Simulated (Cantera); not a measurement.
A closed system holds: 1 mol Si, 0.72 mol Br2, 90 mol H2, held at 700 K and 0.133 bar.

Cantera equilibrium calculation (NASA polynomials, part measured and part estimated; ideal gas, pure solids and liquids). Candidate condensed phases: Br2, Si; 19 gas species. Rates play no part.

Base state: H2 0.995, SiBr4 0.00334, SiHBr3 0.000638, HBr 0.000564, SiH2Br2 5.66e-5 (mole fractions); condensed: Si(s).

Problem. What changes in the equilibrium state with this change: temperature from 700 K to 848.15 K?

Solution. 
```
species       before     after
----------  --------  --------
H2             0.995     0.993
HBr         0.000564   0.00372
SiBr4        0.00334   0.00254
SiH2Br2      5.66e-5   6.97e-5
SiHBr3      0.000638  0.000615
Si(s), mol     0.636     0.706
```
